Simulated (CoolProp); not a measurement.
Vinyl chloride along the isotherm 430 K: Z from the reference equation and from simpler models built on Tc = 425.0 K, pc = 5600 kPa, ω = 0.160; each cubic takes its own stable root.

Model: reference Helmholtz-energy equation of state, Thol 2022, in CoolProp.

```csv
p (kPa),phase,reference
26.6,gas,0.9985
41.4,gas,0.9977
64.4,gas,0.9964
100,gas,0.9944
156,gas,0.9913
243,gas,0.9864
379,gas,0.9786
589,gas,0.9664
918,gas,0.9467
1430,gas,0.9146
2230,gas,0.8602
3460,gas,0.7623
5400,gas,0.5267
8400,supercritical,0.2539
```

Q: How far does each simpler model (van der Waals, Redlich-Kwong, Soave-Redlich-Kwong, Peng-Robinson) lie from the reference over these 14 states: mean and median of the absolute difference, and the worst?

A: 
- van der Waals: mean 3.7 %, median 0.2 %, worst +39.2 % at 430 K and 8400 kPa
- Redlich-Kwong: mean 1.5 %, median 0.2 %, worst +17.2 % at 430 K and 8400 kPa
- Soave-Redlich-Kwong: mean 1.6 %, median 0.1 %, worst +18.0 % at 430 K and 8400 kPa
- Peng-Robinson: mean 1.4 %, median 0.5 %, worst +6.8 % at 430 K and 8400 kPa
